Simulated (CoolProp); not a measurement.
Vapour-liquid equilibrium of R124 (1) + R142b (2) at 234.9 K; x and y are mole fractions of (1).

The numbers come from the multi-fluid Helmholtz-energy mixture model, de Vries 1995 and Lemmon 2006; pair parameters Bell 2016 in CoolProp.

Question: Give the bubble pressure and the first vapour's composition at x = 0.35, 0.5, 0.65. Is there an azeotrope?

Answer: x = 0.35: 0.02665 MPa, y = 0.363; x = 0.5: 0.02694 MPa, y = 0.520; x = 0.65: 0.02735 MPa, y = 0.676. No azeotrope shows between x = 0.05 and 0.95.

Pair parameters are fitted to limited data, so mixtures are less certain than the pure fluids.
